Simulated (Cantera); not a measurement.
An adiabatic, constant-volume homogeneous reactor starts with CH₃OH : O₂ : N₂ = 1 : 1.53 : 5.76 (molar parts), at 1600 K and 1.00 bar. Integrator tolerance rtol = 1e-08.

Model: GRI-Mech 3.0 (53 species, 325 reactions), integrated in Cantera. GRI-Mech 3.0 was tuned for natural gas; its chemistry of methanol as a main component is partial and can be far from experiment.

Question: What does this change do: initial temperature 1600 to 1750 K?

Answer: 
```
quantity                                                            before                                    after
---------------------------------  ---------------------------------------  ---------------------------------------
time of steepest temperature rise                                  86.4 µs                                  29.4 µs
temperature at 5.00 s                                               2896 K                                   2932 K
equilibrium temperature                                             2896 K                                   2932 K
x(CH₃OH) at 5.00 s                   <1e-12 (gas-phase equilibrium <1e-12)    <1e-12 (gas-phase equilibrium <1e-12)
x(O₂) at 5.00 s                      0.0263 (gas-phase equilibrium 0.0263)    0.0278 (gas-phase equilibrium 0.0278)
x(HCO) at 5.00 s                   1.12e-7 (gas-phase equilibrium 1.12e-7)  1.31e-7 (gas-phase equilibrium 1.31e-7)
x(CH₄) at 5.00 s                     <1e-12 (gas-phase equilibrium <1e-12)    <1e-12 (gas-phase equilibrium <1e-12)
x(O) at 5.00 s                     0.00894 (gas-phase equilibrium 0.00894)    0.0108 (gas-phase equilibrium 0.0108)
x(NO) at 5.00 s                      0.0131 (gas-phase equilibrium 0.0131)    0.0140 (gas-phase equilibrium 0.0140)
x(H₂) at 5.00 s                      0.0232 (gas-phase equilibrium 0.0232)    0.0255 (gas-phase equilibrium 0.0255)
```
